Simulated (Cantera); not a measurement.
A perfectly stirred reactor is fed with NH3 : N2 = 1 : 1.4 (molar parts), at 1200 Pa; it is held at 1723 K, and followed from long to short residence time.

Model: the gas-phase N/H chemistry of the illustrative SiF4/NH3 mechanism in the Surface Chemkin manual (1991), integrated in Cantera. Walls and surfaces, which speed up NH3 decomposition in real reactors, are not modelled.

Problem. What does this change do: NH3 1 to 3.6 parts?

Solution. 
```json
[
 {"quantity": "x(NH3) at τ = 2.70 s", "before": "0.362", "after": "0.625"},
 {"quantity": "x(N2H2) at τ = 2.70 s", "before": "2.04e-6", "after": "3.43e-6"},
 {"quantity": "x(H) at τ = 2.70 s", "before": "1.73e-5", "after": "1.83e-5"},
 {"quantity": "x(N) at τ = 2.70 s", "before": "1.32e-7", "after": "1.02e-7"},
 {"quantity": "x(N2H4) at τ = 2.70 s", "before": "5.81e-9", "after": "9.52e-9"},
 {"quantity": "x(NH3) at τ = 58.0 ms", "before": "0.416", "after": "0.719"},
 {"quantity": "x(N2H2) at τ = 58.0 ms", "before": "5.33e-7", "after": "1.47e-6"},
 {"quantity": "x(H) at τ = 58.0 ms", "before": "1.44e-7", "after": "2.14e-7"},
 {"quantity": "x(N) at τ = 58.0 ms", "before": "6.80e-10", "after": "9.62e-10"},
 {"quantity": "x(N2H4) at τ = 58.0 ms", "before": "2.19e-9", "after": "5.11e-9"}
]
```

Problem. What does this change do: temperature 1723 to 2423 K?

Solution. 
| quantity | before | after |
|---|---|---|
| x(NH3) at τ = 2.70 s | 0.362 | 0.00479 |
| x(N2H2) at τ = 2.70 s | 2.04e-6 | 1.50e-7 |
| x(H) at τ = 2.70 s | 1.73e-5 | 0.00561 |
| x(N) at τ = 2.70 s | 1.32e-7 | 2.17e-5 |
| x(N2H4) at τ = 2.70 s | 5.81e-9 | 1.36e-11 |
| x(NH3) at τ = 58.0 ms | 0.416 | 0.175 |
| x(N2H2) at τ = 58.0 ms | 5.33e-7 | 7.17e-6 |
| x(H) at τ = 58.0 ms | 1.44e-7 | 0.00110 |
| x(N) at τ = 58.0 ms | 6.80e-10 | 1.80e-5 |
| x(N2H4) at τ = 58.0 ms | 2.19e-9 | 1.93e-9 |
